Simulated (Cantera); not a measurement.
**Ignition delay**

Mixture: 9.07 % CH₄, 2.27 % C₂H₆, 18.6 % O₂, 70.1 % N₂, at 26.6 atm, adiabatic and at constant pressure. Ignition delay is the time to a rise of 400 K.

Computed with Cantera and GRI-Mech 3.0 (53 species, 325 reactions). The pressure lies above the range GRI-Mech 3.0 was tuned for (to about 10 atm).

```
T0 (K)  delay (ms)
------  ----------
1275         0.136
1325        0.0771
1375        0.0463
1425        0.0292
1475        0.0192
1525        0.0131
1575       0.00913
1625       0.00652
1675       0.00473
```

```json
{
 "apparent activation energy between 1575 and 1675 K": "140 kJ/mol"
}
```
